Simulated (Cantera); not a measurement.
Charge: 1 mol SiH2Cl2, 0.31 mol C2H2, 400 mol H2, at 0.260 bar.

Method: chemical equilibrium by Gibbs-energy minimisation in Cantera with the NASA 1993 tables (ideal gas, pure condensed phases). Candidate condensed phases: C, C6H6, C7H8, C8H18, Si, SiC; 109 gas species. Mutual solubility and eutectic melting of coexisting phases are not modelled. Gases not in the tables: Si2H6 and higher silanes. Rates play no part.

Problem. Which condensed phases are stable at each of these points (T (°C)): 675, 875, 1075, 1275, 1475, 1675, 1875, 2075, 2275?

Solution. 
```csv
T (°C),condensed phases,Si condensed (%)
675,Si(s) + SiC(s),66.9
875,Si(s) + SiC(s),95.4
1075,Si(s) + SiC(s),97.1
1275,Si(s) + SiC(s),96.7
1475,Si(l) + SiC(s),95.6
1675,Si(l) + SiC(s),88.8
1875,SiC(s),57.8
2075,gas only,0.0
2275,gas only,0.0
```

From 675 °C to 1275 °C the condensed part is Si(s) + SiC(s). From 1475 °C to 1675 °C the condensed part is Si(l) + SiC(s). At 1875 °C the condensed part is SiC(s). From 2075 °C to 2275 °C nothing is condensed.
